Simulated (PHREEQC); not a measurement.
A solution holds 0.0012 mol H3PO4 and 5.7e-05 mol Na2CO3 per kg of water, at 25 °C. Closed to the air; pH follows from the charge balance.

Model: ion-association model, phreeqc.dat, run in PHREEQC.

Precipitation was switched off in this run.

Task: Estimate the pH.

Result: pH 3.04.

Task: In which forms is P present?

Result: H2PO4- 88 %, H3PO4 11 % of the P.
